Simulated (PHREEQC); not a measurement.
Make-up at 25 °C: 1 mol/kgw KCl, 0.85 mol/kgw Na2SO4 and 4.3 mol/kgw NaCl. It is in equilibrium with CO2 at log p = -2 (atm). Otherwise closed; pH follows from the charge balance.

All values are PHREEQC results (Pitzer model, pitzer.dat), not measurements.

Problem. The ionic strength comes out as 7.85 mol/kgw. What activity coefficients do Na+, K+, SO4-2, HSO4-, HCO3- get?

Solution. Na+ 1.3, K+ 0.70, SO4-2 0.0074, HSO4- 0.29, HCO3- 0.23. Single-ion values are on the MacInnes scale.

No solid was allowed to form. In brines, pH and single-ion activities rest on the MacInnes convention.
